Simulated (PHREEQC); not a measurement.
Solution (25 °C): 0.014 mol Cu(BF4)2, 4.9e-05 mol H2SO4 and 3.9e-05 mol NaCl per kg of water. Closed to the air; pH follows from the charge balance.

The numbers come from PHREEQC with the ion-association model, phreeqc.dat.

Problem. The ionic strength comes out as 0.0432 mol/kgw. What activity coefficients do BF2(OH)2-, CuF+, Cu+2, BF4-, F- get?

Solution. BF2(OH)2- 0.83, CuF+ 0.83, Cu+2 0.50, BF4- 0.83, F- 0.82.

No solid was allowed to form. Real BF4- forms and hydrolyses slowly; the run takes it at equilibrium.
